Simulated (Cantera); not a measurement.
## Carbothermic reduction: Cu2O + C + N2 + CH4

Input: 1 mol Cu2O, 7.5 mol C, 11 mol N2, 4.8 mol CH4, at 1.90 mbar.

Method: chemical equilibrium by Gibbs-energy minimisation in Cantera with the NASA 1993 tables (ideal gas, pure condensed phases). Candidate condensed phases: C, C6H6, C7H8, C8H18, Cu, CuO, Cu(OH)2, Cu2O, H2O; 139 gas species. The numbers say what is thermodynamically allowed, not how fast it happens.

From 1100 K to 1250 K the condensed part is C(graphite) + Cu(s). From 1400 K to 1700 K the condensed part is C(graphite) + Cu(l). From 1850 K to 2000 K the condensed part is C(graphite). The main Cu-bearing gas is Cu throughout.

| T (K) | x N2 | x H2 | x Cu | x CO | x H | x HCN | n C(graphite) | n Cu(s) | n Cu(l) |
|---|---|---|---|---|---|---|---|---|---|
| 1100 | 0.509 | 0.444 | 3.13e-7 | 0.0463 | 3.95e-7 | 1.06e-5 | 11.3 | 2.00 | 0 |
| 1250 | 0.509 | 0.444 | 2.44e-5 | 0.0463 | 7.39e-6 | 6.03e-5 | 11.3 | 2.00 | 0 |
| 1400 | 0.509 | 0.444 | 0.000710 | 0.0463 | 7.44e-5 | 0.000236 | 11.3 | 0 | 1.98 |
| 1550 | 0.504 | 0.439 | 0.00977 | 0.0458 | 0.000479 | 0.000700 | 11.3 | 0 | 1.79 |
| 1700 | 0.465 | 0.405 | 0.0836 | 0.0424 | 0.00215 | 0.00159 | 11.3 | 0 | 0.0223 |
| 1850 | 0.463 | 0.399 | 0.0844 | 0.0422 | 0.00781 | 0.00335 | 11.2 | 0 | 0 |
| 2000 | 0.457 | 0.387 | 0.0837 | 0.0419 | 0.0232 | 0.00620 | 11.1 | 0 | 0 |
x: gas mole fraction; n: condensed amount in mol.
